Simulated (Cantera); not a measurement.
Feed: 1 mol FeCl₂, 0.32 mol H₂O, 5.9 mol H₂, held at 798 K and 7.35 Torr.

Equilibrium computed with Cantera from the NASA thermochemical tables; the gas is ideal and each condensed phase is pure. Candidate condensed phases: Fe, FeCl₂, FeCl₃, FeO, Fe(OH)₂, Fe(OH)₃, Fe₂O₃, Fe₃O₄, H₂O; 22 gas species. Condensed phases not in the tables: FeOCl. The numbers say what is thermodynamically allowed, not how fast it happens.

Question: What is the equilibrium state?

Answer: 
```json
{
  "x(H₂)": "0.684",
  "x(HCl)": "0.266",
  "x(H₂O)": "0.0443",
  "x(FeCl₂)": "0.00499",
  "x(Fe₂Cl₄)": "0.000222",
  "n(Fe(α))": "0.961 mol",
  "gas_amount": "7.218 mol",
  "log10 activity of FeCl₂(s) (absent)": "-0.25",
  "log10 activity of Fe(OH)₂(s) (absent)": "-7.72",
  "log10 activity of Fe(OH)₃(s) (absent)": "-14.52"
}
```
